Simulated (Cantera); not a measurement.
Cantera run:

```python
import numpy as np
import cantera as ct

gas_names = """
    Cr CrN N N2
""".split()
cond_names = """
    Cr(cr) Cr(L) CrN(s) Cr2N(s)
""".split()


# ... load() reads the species with a 1 bar reference pressure and builds the phases ...
atoms = {
    'Cr': {'Cr': 1},
    'N2': {'N': 2},
}
top_T = {'CrN(s)': 1900, 'Cr2N(s)': 1900}  # K; cautious upper limits of use, not melting points


# ... equilibrate(T, P, feed) seeds the gas with the atoms and calls Mixture.equilibrate('TP', solver="vcs", rtol=1e-11, max_steps=5000) ...
results = []
feed = {'Cr': 1, 'N2': 4.1}  # mol
for P in [0.1, 0.6, 3.6, 22, 130, 770, 4600, 28000, 170000, 1000000]:
    for T in [948, 998, 1048, 1098, 1148, 1198, 1248, 1298, 1348, 1398]:
        mix = equilibrate(T, P, feed)
        results.append((T, P, feed, dict(zip(mix.species_names, mix.species_moles))))

for T, P, feed, n in results:
    print(f"{T:7g} {P:10.4g}  " + (" + ".join(c for c in cond_names if n.get(c, 0) > 1e-12) or "gas only"))
```

Result:

```
    948        0.1  Cr2N(s)
    998        0.1  Cr(cr)
   1048        0.1  Cr(cr)
   1098        0.1  Cr(cr)
   1148        0.1  Cr(cr)
   1198        0.1  Cr(cr)
   1248        0.1  Cr(cr)
   1298        0.1  Cr(cr)
   1348        0.1  Cr(cr)
   1398        0.1  Cr(cr)
    948        0.6  Cr2N(s)
    998        0.6  Cr2N(s)
   1048        0.6  Cr(cr)
   1098        0.6  Cr(cr)
   1148        0.6  Cr(cr)
   1198        0.6  Cr(cr)
   1248        0.6  Cr(cr)
   1298        0.6  Cr(cr)
   1348        0.6  Cr(cr)
   1398        0.6  Cr(cr)
    948        3.6  Cr2N(s)
    998        3.6  Cr2N(s)
   1048        3.6  Cr2N(s)
   1098        3.6  Cr(cr)
   1148        3.6  Cr(cr)
   1198        3.6  Cr(cr)
   1248        3.6  Cr(cr)
   1298        3.6  Cr(cr)
   1348        3.6  Cr(cr)
   1398        3.6  Cr(cr)
    948         22  Cr2N(s)
    998         22  Cr2N(s)
   1048         22  Cr2N(s)
   1098         22  Cr2N(s)
   1148         22  Cr2N(s)
   1198         22  Cr(cr)
   1248         22  Cr(cr)
   1298         22  Cr(cr)
   1348         22  Cr(cr)
   1398         22  Cr(cr)
    948        130  CrN(s)
    998        130  CrN(s)
   1048        130  Cr2N(s)
   1098        130  Cr2N(s)
   1148        130  Cr2N(s)
   1198        130  Cr2N(s)
   1248        130  Cr2N(s)
   1298        130  Cr(cr)
   1348        130  Cr(cr)
   1398        130  Cr(cr)
    948        770  CrN(s)
    998        770  CrN(s)
   1048        770  CrN(s)
   1098        770  Cr2N(s)
   1148        770  Cr2N(s)
   1198        770  Cr2N(s)
   1248        770  Cr2N(s)
   1298        770  Cr2N(s)
   1348        770  Cr2N(s)
   1398        770  Cr(cr)
    948       4600  CrN(s)
    998       4600  CrN(s)
   1048       4600  CrN(s)
   1098       4600  CrN(s)
   1148       4600  CrN(s)
   1198       4600  Cr2N(s)
   1248       4600  Cr2N(s)
   1298       4600  Cr2N(s)
   1348       4600  Cr2N(s)
   1398       4600  Cr2N(s)
    948    2.8e+04  CrN(s)
    998    2.8e+04  CrN(s)
   1048    2.8e+04  CrN(s)
   1098    2.8e+04  CrN(s)
   1148    2.8e+04  CrN(s)
   1198    2.8e+04  CrN(s)
   1248    2.8e+04  CrN(s)
   1298    2.8e+04  Cr2N(s)
   1348    2.8e+04  Cr2N(s)
   1398    2.8e+04  Cr2N(s)
    948    1.7e+05  CrN(s)
    998    1.7e+05  CrN(s)
   1048    1.7e+05  CrN(s)
   1098    1.7e+05  CrN(s)
   1148    1.7e+05  CrN(s)
   1198    1.7e+05  CrN(s)
   1248    1.7e+05  CrN(s)
   1298    1.7e+05  CrN(s)
   1348    1.7e+05  CrN(s)
   1398    1.7e+05  CrN(s)
    948      1e+06  CrN(s)
    998      1e+06  CrN(s)
   1048      1e+06  CrN(s)
   1098      1e+06  CrN(s)
   1148      1e+06  CrN(s)
   1198      1e+06  CrN(s)
   1248      1e+06  CrN(s)
   1298      1e+06  CrN(s)
   1348      1e+06  CrN(s)
   1398      1e+06  CrN(s)
```

Method: chemical equilibrium by Gibbs-energy minimisation in Cantera with the NASA 1993 tables (ideal gas, pure condensed phases).
